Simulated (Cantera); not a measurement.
Input: 1 mol Cu₂O, 0.52 mol CO, 11 mol N₂, at 2550 K and 518 Torr.

Method: chemical equilibrium by Gibbs-energy minimisation in Cantera with the NASA 1993 tables (ideal gas, pure condensed phases). Candidate condensed phases: C, Cu, CuO, Cu₂O; 27 gas species. Kinetics and transport are ignored.

Base state: N₂ 0.791, Cu 0.141, CO₂ 0.0262, O₂ 0.0174, CO 0.0114, NO 0.00723, O 0.00293, CuO 0.00108 (mole fractions); condensed: gas only.

Q: What changes in the equilibrium state with this change: temperature from 2550 K to 2150 K?

A: 
```
species      before     after
----------  -------  --------
N₂            0.791     0.911
CO₂          0.0262    0.0416
Cu            0.141    0.0227
CO           0.0114   0.00156
O₂           0.0174    0.0186
O           0.00293  0.000321
Cu₂         0.00103  0.000151
CuO         0.00108  0.000241
Cu(l), mol        0      1.72
```

Q: What changes in the equilibrium state with this change: CO from 0.52 to 8.3 mol?

A: 
```tsv
species	before	after
N₂	0.791	0.516
CO	0.0114	0.343
Cu	0.141	0.0930
O₂	0.0174	6.01e-5
CO₂	0.0262	0.0463
CuO	0.00108	4.18e-5
NO	0.00723	0.000343
O	0.00293	0.000172
Cu₂	0.00103	0.000444
```
